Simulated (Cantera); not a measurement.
Equilibrium for aluminium and copper etching: Cu + F₂ + N₂

Charge: 1 mol Cu, 1.3 mol F₂, 5.4 mol N₂, at 0.00133 bar.

Method: chemical equilibrium by Gibbs-energy minimisation in Cantera with the NASA 1993 tables (ideal gas, pure condensed phases). Candidate condensed phases: Cu, CuF₂; 11 gas species. Kinetics and transport are ignored.

```csv
T (K),log p N₂,log p NF₃,log p F₂,log p F,log p NF₂,n CuF₂(s)
400,-2.89,-4.31,-8.52,-11.62,<-14,1.00
425,-2.89,-4.31,-7.85,-10.66,<-14,1.00
450,-2.89,-4.31,-7.24,-9.82,<-14,1.00
475,-2.89,-4.32,-6.71,-9.06,-14.51,1.00
500,-2.89,-4.32,-6.22,-8.37,-13.84,1.00
525,-2.89,-4.32,-5.79,-7.75,-13.24,1.00
550,-2.89,-4.34,-5.40,-7.19,-12.70,1.00
575,-2.89,-4.37,-5.06,-6.69,-12.22,1.00
600,-2.89,-4.44,-4.77,-6.24,-11.80,1.00
625,-2.89,-4.55,-4.54,-5.84,-11.45,1.00
650,-2.90,-4.73,-4.38,-5.50,-11.18,1.00
```
log p: log10 of the partial pressure in bar; n: condensed amount in mol.

From 400 K to 650 K the condensed part is CuF₂(s).
